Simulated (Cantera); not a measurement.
A Cantera script and what it prints.

```python
import numpy as np
import cantera as ct

gas_names = """
    H HO2 H2 H2O H2O2 O OH O2 O3 Pb PbO Pb2
""".split()
cond_names = """
    H2O(s) H2O(L) Pb(cr) Pb(L) PbO(rd) PbO(yw) PbO(L) PbO2(s) Pb3O4(s)
""".split()


def load(file, names, dense=False):
    # The tables refer to 1 bar. Condensed volumes are neglected.
    table = {s.name: s for s in ct.Species.list_from_file(file)}
    out = []
    for n in names:
        d = dict(table[n].input_data)
        d["thermo"] = dict(d["thermo"], **{"reference-pressure": 1e5})
        if dense:
            d["equation-of-state"] = {"model": "constant-volume", "density": "1e6 g/cm^3"}
        out.append(ct.Species.from_dict(d))
    return out


gas = ct.Solution(thermo="ideal-gas", species=load("nasa_gas.yaml", gas_names))
cond = {s.name: ct.Solution(thermo="fixed-stoichiometry", species=[s], name=s.name)
        for s in load("nasa_condensed.yaml", cond_names, dense=True)}
atoms = {
    'Pb': {'Pb': 1},
    'O2': {'O': 2},
    'H2': {'H': 2},
}
top_T = {'Pb3O4(s)': 820}  # K; cautious upper limits of use, not melting points


def equilibrate(T, P, feed):
    n = {}
    for name, mol in feed.items():
        for a, k in atoms[name].items():
            n[a] = n.get(a, 0.0) + k * mol
    gas.TPX = T, P, n
    mass = sum(n.values()) * gas.mean_molecular_weight
    gas.equilibrate("TP")
    valid = [c for c in cond.values() if c.min_temp <= T <= top_T.get(c.name, c.max_temp)]
    mix = ct.Mixture([(gas, mass / gas.mean_molecular_weight)] + [(c, 0.0) for c in valid])
    mix.T, mix.P = T, P
    mix.equilibrate("TP", solver="vcs", rtol=1e-11, max_steps=5000)
    return mix


results = []
feed = {'Pb': 1, 'O2': 0.012, 'H2': 7.4}  # mol
for P in [10, 82, 670, 5500, 45000, 370000, 3000000]:
    for T in [1450, 1500, 1550, 1600, 1650, 1700, 1750, 1800, 1850, 1900, 1950, 2000]:
        mix = equilibrate(T, P, feed)
        results.append((T, P, feed, dict(zip(mix.species_names, mix.species_moles))))

for T, P, feed, n in results:
    print(f"{T:7g} {P:10.4g}  " + (" + ".join(c for c in cond_names if n.get(c, 0) > 1e-12) or "gas only"))
```

It prints:

```
   1450         10  gas only
   1500         10  gas only
   1550         10  gas only
   1600         10  gas only
   1650         10  gas only
   1700         10  gas only
   1750         10  gas only
   1800         10  gas only
   1850         10  gas only
   1900         10  gas only
   1950         10  gas only
   2000         10  gas only
   1450         82  gas only
   1500         82  gas only
   1550         82  gas only
   1600         82  gas only
   1650         82  gas only
   1700         82  gas only
   1750         82  gas only
   1800         82  gas only
   1850         82  gas only
   1900         82  gas only
   1950         82  gas only
   2000         82  gas only
   1450        670  gas only
   1500        670  gas only
   1550        670  gas only
   1600        670  gas only
   1650        670  gas only
   1700        670  gas only
   1750        670  gas only
   1800        670  gas only
   1850        670  gas only
   1900        670  gas only
   1950        670  gas only
   2000        670  gas only
   1450       5500  gas only
   1500       5500  gas only
   1550       5500  gas only
   1600       5500  gas only
   1650       5500  gas only
   1700       5500  gas only
   1750       5500  gas only
   1800       5500  gas only
   1850       5500  gas only
   1900       5500  gas only
   1950       5500  gas only
   2000       5500  gas only
   1450    4.5e+04  Pb(L)
   1500    4.5e+04  Pb(L)
   1550    4.5e+04  Pb(L)
   1600    4.5e+04  gas only
   1650    4.5e+04  gas only
   1700    4.5e+04  gas only
   1750    4.5e+04  gas only
   1800    4.5e+04  gas only
   1850    4.5e+04  gas only
   1900    4.5e+04  gas only
   1950    4.5e+04  gas only
   2000    4.5e+04  gas only
   1450    3.7e+05  Pb(L)
   1500    3.7e+05  Pb(L)
   1550    3.7e+05  Pb(L)
   1600    3.7e+05  Pb(L)
   1650    3.7e+05  Pb(L)
   1700    3.7e+05  Pb(L)
   1750    3.7e+05  Pb(L)
   1800    3.7e+05  Pb(L)
   1850    3.7e+05  Pb(L)
   1900    3.7e+05  gas only
   1950    3.7e+05  gas only
   2000    3.7e+05  gas only
   1450      3e+06  Pb(L)
   1500      3e+06  Pb(L)
   1550      3e+06  Pb(L)
   1600      3e+06  Pb(L)
   1650      3e+06  Pb(L)
   1700      3e+06  Pb(L)
   1750      3e+06  Pb(L)
   1800      3e+06  Pb(L)
   1850      3e+06  Pb(L)
   1900      3e+06  Pb(L)
   1950      3e+06  Pb(L)
   2000      3e+06  Pb(L)
```

Cantera equilibrium calculation (NASA polynomials, part measured and part estimated; ideal gas, pure solids and liquids).
